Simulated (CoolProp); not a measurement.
Saturated liquid density (kg/m³) of R21: the reference equation beside estimates from Tc = 452.7 K, pc = 5.289 MPa, ω = 0.206. Rackett uses Z = 0.29056 − 0.08775 ω.

Model: reference Helmholtz-energy equation of state, Platzer 1990, in CoolProp. This equation is an older, rougher fit; its heat capacities, sound speeds and derivatives of the liquid may be far off and weren't checked against measurements.

```tsv
T (K)	reference	Rackett	van der Waals	Redlich-Kwong	Soave-Redlich-Kwong	Peng-Robinson
340.6	1258	1270	785.7	1126	1166	1322
343.6	1249	?	780.3	1116	1156	1312
346.7	1240	1253	774.7	1106	1147	1301
349.7	1232	1244	769.2	1096	1137	?
352.7	1223	1235	763.6	1086	1127	1279
355.8	1213	1226	757.7	1076	1116	1267
358.8	1204	1217	751.9	1065	1106	1255
361.8	1195	1207	746.0	1054	1096	?
364.9	1185	1198	?	1043	1084	1231
367.9	?	?	733.7	1032	1073	1218
370.9	1166	1178	727.5	1021	1062	1205
374	1155	?	720.9	1009	1050	1192
377	1145	1158	714.4	997.5	1038	1178
```

**Question.** What belongs in the gaps?

**Answer.** 
- 343.6, Rackett: 1262
- 349.7, Peng-Robinson: 1290
- 361.8, Peng-Robinson: 1243
- 364.9, van der Waals: 739.8
- 367.9, reference: 1176
- 367.9, Rackett: 1188
- 374, Rackett: 1168

Absolute difference from the reference over all 13 rows, mean and median: Rackett 1.0 and 1.0 %, van der Waals 37.6 and 37.6 %, Redlich-Kwong 11.6 and 11.5 %, Soave-Redlich-Kwong 8.2 and 8.1 %, Peng-Robinson 4.1 and 4.2 %.
